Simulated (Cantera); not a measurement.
An adiabatic, constant-pressure homogeneous reactor starts with CH4 : O2 : N2 : H2O = 1 : 3.39 : 12.7 : 2.5 (molar parts), equivalence ratio 0.59, at 1725 K and 101000 Pa.

Computed with Cantera and GRI-Mech 3.0 (53 species, 325 reactions).

Predict: time of steepest temperature rise; temperature at 1.00 s; equilibrium temperature; x(O2) at 1.00 s; x(H2O) at 1.00 s; x(H2O2) at 1.00 s.


```json
{
  "time_of_steepest_temperature_rise": "0.174 ms",
  "temperature at 1.00 s": "2513 K",
  "equilibrium_temperature": "2513 K",
  "x(O2) at 1.00 s": "0.0646 (gas-phase equilibrium 0.0646)",
  "x(H2O) at 1.00 s": "0.212 (gas-phase equilibrium 0.212)",
  "x(H2O2) at 1.00 s": "3.93e-7 (gas-phase equilibrium 3.93e-7)"
}
```
